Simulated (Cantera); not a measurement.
What does this Cantera script print?

```python
import numpy as np
import cantera as ct

gas_names = """
    Br Br2 H HBr H2 Si SiBr SiBr2 SiBr3 SiBr4 SiH SiHBr3 SiH2 SiH2Br2 SiH3 SiH3Br SiH4 Si2 Si3
""".split()
cond_names = """
    Br2(cr) Br2(L) Si(cr) Si(L)
""".split()


# ... load() reads the species with a 1 bar reference pressure and builds the phases ...
atoms = {
    'Si': {'Si': 1},
    'Br2': {'Br': 2},
    'H2': {'H': 2},
}
top_T = {}  # K; cautious upper limits of use, not melting points


# ... equilibrate(T, P, feed) seeds the gas with the atoms and calls Mixture.equilibrate('TP', solver="vcs", rtol=1e-11, max_steps=5000) ...
results = []
feed = {'Si': 1, 'Br2': 3.7, 'H2': 3.8}  # mol
T = 975  # K
P = 46000  # Pa
mix = equilibrate(T, P, feed)
results.append((T, P, feed, dict(zip(mix.species_names, mix.species_moles))))
print(gas.report(threshold=1e-05))
for i in range(1, mix.n_phases):
    print(f"{mix.phase(i).name:16s} {mix.phase_moles(i):12.5e} mol")
```

Result:

```
       temperature   975 K
          pressure   46000 Pa
           density   0.54739 kg/m^3
  mean mol. weight   96.466 kg/kmol
   phase of matter   gas

                          1 kg             1 kmol
                     ---------------   ---------------
          enthalpy       -5.6955e+05       -5.4942e+07  J
   internal energy       -6.5359e+05       -6.3049e+07  J
           entropy            2777.3        2.6792e+05  J/K
    Gibbs function       -3.2774e+06       -3.1616e+08  J
 heat capacity c_p            445.84             43008  J/K
 heat capacity c_v            359.65             34694  J/K

                      mass frac. Y      mole frac. X     chem. pot. / RT
                     ---------------   ---------------   ---------------
               HBr           0.43901            0.5234           -31.562
                H2         0.0067451           0.32275            -19.35
             SiBr3        4.3447e-05        1.5651e-05           -83.672
             SiBr4           0.55333           0.15352           -105.56
            SiHBr3        0.00086905        0.00031187           -93.347
     [  +14 minor]        4.6837e-06        4.3237e-06

Br2(L)            0.00000e+00 mol
Si(cr)            0.00000e+00 mol
```

Cantera equilibrium calculation (NASA polynomials, part measured and part estimated; ideal gas, pure solids and liquids). The tables' values for SiBr3 are old estimates; treat these amounts as uncertain.
